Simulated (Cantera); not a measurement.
Transport properties of process gases

Gas mixture: 100 % CH3OH, at 0.00960 bar, frozen composition.

Cantera's kinetic-theory transport with the Lennard-Jones parameters of GRI-Mech 3.0, ideal gas; thermal conductivity in the mixture-averaged form. Polar gases are described roughly by these parameters. The composition is frozen, though it would react at the higher temperatures.

| T (K) | ρ (kg/m³) | cp (J/kg/K) | μ (µPa s) | λ (mW/m/K) | Pr | D (cm²/s) NO | D (cm²/s) H | D (cm²/s) CH4 |
|---|---|---|---|---|---|---|---|---|
| 400 | 0.00925 | 1604 | 13.1 | 28.2 | 0.745 | 27.5 | 165 | 29.8 |
| 650 | 0.00569 | 2212 | 21.3 | 62.9 | 0.747 | 66.2 | 406 | 73.0 |
| 900 | 0.00411 | 2643 | 28.6 | 101 | 0.746 | 117 | 724 | 130 |
| 1150 | 0.00322 | 2978 | 35.2 | 139 | 0.751 | 178 | 1110 | 199 |
| 1400 | 0.00264 | 3214 | 41.1 | 176 | 0.751 | 248 | 1550 | 278 |
| 1650 | 0.00224 | 3388 | 46.5 | 210 | 0.750 | 327 | 2050 | 368 |
D: mixture-averaged diffusion coefficient of that species in the mixture.
